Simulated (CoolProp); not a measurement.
Computed with CoolProp (reference Helmholtz-energy equation of state, Lemmon 2013).

### Question
Give the vapour pressure (MPa), liquid density (kg/m³), liquid cp (kJ/(kg K)), vapour Z of saturated propylene at 218.6 K.

### Answer
```json
[
 {"T (K)": "218.6", "p (MPa)": "0.0731", "liquid density (kg/m³)": "619", "liquid cp (kJ/(kg K))": "2.17", "vapour Z": "0.971"}
]
```
